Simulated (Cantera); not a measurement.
Charge: 1 mol Zr, 3.2 mol N₂O, 7.9 mol H₂, 0.34 mol H₂O, equilibrated at 0.100 bar.

Cantera equilibrium calculation (NASA polynomials, part measured and part estimated; ideal gas, pure solids and liquids). Candidate condensed phases: H₂O, Zr, ZrN, ZrO₂; 28 gas species. The numbers say what is thermodynamically allowed, not how fast it happens. All values below are at 2600 K.

Base state: H₂ 0.518, N₂ 0.267, H₂O 0.123, H 0.0873, OH 0.00479, O 0.000523, NO 0.000245, O₂ 5.04e-5 (mole fractions); condensed: ZrO₂(tetragonal).

Problem. What changes in the equilibrium state with this change: H₂O from 0.34 to 23 mol?

Solution. 
| species | before | after |
|---|---|---|
| H₂O | 0.123 | 0.603 |
| H₂ | 0.518 | 0.201 |
| N₂ | 0.267 | 0.0872 |
| OH | 0.00479 | 0.0378 |
| H | 0.0873 | 0.0544 |
| ZrO₂ | 1.45e-5 | 1.45e-5 |
| O₂ | 5.04e-5 | 0.00812 |
| O | 0.000523 | 0.00663 |
| NO | 0.000245 | 0.00178 |
| ZrO₂(tetragonal), mol | 1.000 | 0.999 |
